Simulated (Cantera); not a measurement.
A perfectly stirred reactor is fed with C₂H₆ : N₂ = 1 : 3.5 (molar parts), at 760 Torr; it is held at 1875 K, and followed from long to short residence time.

Cantera simulation using GRI-Mech 3.0 (53 species, 325 reactions); the numbers are that mechanism's predictions, not measurements. GRI-Mech 3.0 stops at C3 and has no aromatics, soot or wall deposition, so with more carbon than oxygen in the feed, carbon stays in small species such as C2H2 where larger ones or solid carbon would form.

Q: What does this change do: pressure from 760 Torr to 0.398 Torr?

A: 
```
quantity                  before     after
----------------------  --------  --------
x(C₂H₆) at τ = 0.530 s   3.62e-6  0.000485
x(CH₃) at τ = 0.530 s   0.000178   0.00916
x(HCN) at τ = 0.530 s    3.76e-5   5.91e-5
x(CH₄) at τ = 0.530 s    0.00713    0.0312
x(H) at τ = 0.530 s     0.000372   0.00370
x(C₂H₆) at τ = 67.0 ms   2.60e-5   0.00361
x(CH₃) at τ = 67.0 ms   0.000464    0.0262
x(HCN) at τ = 67.0 ms    1.39e-5   1.97e-5
x(CH₄) at τ = 67.0 ms     0.0166    0.0554
x(H) at τ = 67.0 ms     0.000400   0.00427
```
Radical loss at walls, strong at low pressure, is not modelled.

Q: What does this change do: N2 3.5 to 33 parts?

A: 
```json
[
 {"quantity": "x(C₂H₆) at τ = 0.530 s", "before": "3.62e-6", "after": "8.17e-7"},
 {"quantity": "x(CH₃) at τ = 0.530 s", "before": "0.000178", "after": "7.26e-5"},
 {"quantity": "x(HCN) at τ = 0.530 s", "before": "3.76e-5", "after": "0.000185"},
 {"quantity": "x(CH₄) at τ = 0.530 s", "before": "0.00713", "after": "0.00118"},
 {"quantity": "x(H) at τ = 0.530 s", "before": "0.000372", "after": "0.000165"},
 {"quantity": "x(C₂H₆) at τ = 67.0 ms", "before": "2.60e-5", "after": "6.01e-6"},
 {"quantity": "x(CH₃) at τ = 67.0 ms", "before": "0.000464", "after": "0.000194"},
 {"quantity": "x(HCN) at τ = 67.0 ms", "before": "1.39e-5", "after": "8.15e-5"},
 {"quantity": "x(CH₄) at τ = 67.0 ms", "before": "0.0166", "after": "0.00265"},
 {"quantity": "x(H) at τ = 67.0 ms", "before": "0.000400", "after": "0.000189"}
]
```

Q: What does this change do: temperature 1875 to 1373 K?

A: 
```csv
quantity,before,after
x(C₂H₆) at τ = 0.530 s,3.62e-6,0.000989
x(CH₃) at τ = 0.530 s,0.000178,3.58e-5
x(HCN) at τ = 0.530 s,3.76e-5,4.24e-10
x(CH₄) at τ = 0.530 s,0.00713,0.0577
x(H) at τ = 0.530 s,0.000372,6.59e-6
x(C₂H₆) at τ = 67.0 ms,2.60e-5,0.00373
x(CH₃) at τ = 67.0 ms,0.000464,6.43e-5
x(HCN) at τ = 67.0 ms,1.39e-5,3.95e-10
x(CH₄) at τ = 67.0 ms,0.0166,0.0503
x(H) at τ = 67.0 ms,0.000400,1.26e-5
```
